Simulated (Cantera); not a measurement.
Equilibrium for nitride etching: BN + F₂ + H₂

Charge: 1 mol BN, a varied amount of F₂, 1.1 mol H₂, at 1350 K and 10000 Pa.

Method: chemical equilibrium by Gibbs-energy minimisation in Cantera with the NASA 1993 tables (ideal gas, pure condensed phases). Candidate condensed phases: B, BN; 31 gas species. The tables' values for BF₂ are old estimates; treat these amounts as uncertain. Equilibrium is a limit: real reactors are often held back by kinetics, nucleation or transport.

| n(F₂) (mol) | log p F | log p HF | log p H₂ | log p BF₃ | log p N₂ | log p F₂ | log p BHF₂ | n BN(s) |
|---|---|---|---|---|---|---|---|---|
| 1.2 | -12.57 | -2.53 | -1.33 | -1.47 | -1.77 | <-13 | -3.87 | 0.222 |
| 1.4 | -12.55 | -2.53 | -1.37 | -1.44 | -1.74 | <-13 | -3.87 | 0.0901 |
| 1.6 | -12.12 | -2.13 | -1.43 | -1.43 | -1.73 | <-13 | -4.33 | 0 |
| 2 | -11.34 | -1.49 | -1.71 | -1.49 | -1.79 | <-13 | -5.30 | 0 |
| 2.3 | -11.01 | -1.33 | -2.05 | -1.53 | -1.83 | <-13 | -5.85 | 0 |
| 2.7 | -2.29 | -1.25 | <-13 | -1.59 | -1.89 | -4.81 | <-13 | 0 |
| 3.3 | -1.57 | -1.36 | <-13 | -1.71 | -2.01 | -3.37 | <-13 | 0 |
| 3.9 | -1.40 | -1.45 | <-13 | -1.80 | -2.10 | -3.03 | <-13 | 0 |
| 4.6 | -1.30 | -1.54 | <-13 | -1.88 | -2.18 | -2.83 | <-13 | 0 |
| 5.4 | -1.24 | -1.62 | <-13 | -1.96 | -2.26 | -2.71 | <-13 | 0 |
| 6.4 | -1.19 | -1.70 | <-13 | -2.04 | -2.34 | -2.61 | <-13 | 0 |
| 7.6 | -1.16 | -1.78 | <-13 | -2.12 | -2.43 | -2.54 | <-13 | 0 |
log p: log10 of the partial pressure in bar; n: condensed amount in mol.

From 1.2 mol F₂ to 1.4 mol F₂ the condensed part is BN(s). From 1.6 mol F₂ to 7.6 mol F₂ nothing is condensed. The main B-bearing gas is BF₃ throughout.
